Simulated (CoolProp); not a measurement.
Vapour pressure (kPa) of ethylene: the reference equation beside estimates from Tc = 9.2 °C, pc = 5042 kPa, ω = 0.087. Clausius-Clapeyron is anchored at -31.25 °C with a constant enthalpy of vaporisation of 9.312 kJ/mol.

The numbers come from the reference Helmholtz-energy equation of state, Smukala 2000 in CoolProp.

```json
[
 {"T (°C)": "-50.05", "reference": "1060", "Lee-Kesler": "1061", "Clausius-Clapeyron": "1266", "van der Waals": "1825", "Redlich-Kwong": "1135", "Soave-Redlich-Kwong": "1068", "Peng-Robinson": "1060"},
 {"T (°C)": "-45.35", "reference": "1232", "Lee-Kesler": "1233", "Clausius-Clapeyron": "1404", "van der Waals": "2010", "Redlich-Kwong": "1316", "Soave-Redlich-Kwong": "1243", "Peng-Robinson": "1233"},
 {"T (°C)": "-40.65", "reference": "1424", "Lee-Kesler": "1424", "Clausius-Clapeyron": "1551", "van der Waals": "2206", "Redlich-Kwong": "1517", "Soave-Redlich-Kwong": "1438", "Peng-Robinson": "1425"},
 {"T (°C)": "-35.95", "reference": "1636", "Lee-Kesler": "1636", "Clausius-Clapeyron": "1706", "van der Waals": "2414", "Redlich-Kwong": "___", "Soave-Redlich-Kwong": "1654", "Peng-Robinson": "1639"},
 {"T (°C)": "-31.25", "reference": "1870", "Lee-Kesler": "1869", "Clausius-Clapeyron": "1870", "van der Waals": "2634", "Redlich-Kwong": "___", "Soave-Redlich-Kwong": "1892", "Peng-Robinson": "1875"},
 {"T (°C)": "-26.45", "reference": "2134", "Lee-Kesler": "2132", "Clausius-Clapeyron": "2047", "van der Waals": "2871", "Redlich-Kwong": "___", "Soave-Redlich-Kwong": "2160", "Peng-Robinson": "2140"},
 {"T (°C)": "-21.75", "reference": "2416", "Lee-Kesler": "2414", "Clausius-Clapeyron": "2228", "van der Waals": "3115", "Redlich-Kwong": "2536", "Soave-Redlich-Kwong": "2446", "Peng-Robinson": "2426"},
 {"T (°C)": "-17.05", "reference": "2726", "Lee-Kesler": "2722", "Clausius-Clapeyron": "2418", "van der Waals": "___", "Redlich-Kwong": "2846", "Soave-Redlich-Kwong": "2759", "Peng-Robinson": "2738"}
]
```

Complete the blanks.


- -35.95, Redlich-Kwong: 1738
- -31.25, Redlich-Kwong: 1980
- -26.45, Redlich-Kwong: 2249
- -17.05, van der Waals: 3372

Absolute difference from the reference over all 8 rows, mean and median: Lee-Kesler 0.1 and 0.1 %, Clausius-Clapeyron 8.7 and 8.3 %, van der Waals 45.7 and 44.2 %, Redlich-Kwong 5.9 and 6.1 %, Soave-Redlich-Kwong 1.1 and 1.1 %, Peng-Robinson 0.2 and 0.2 %.
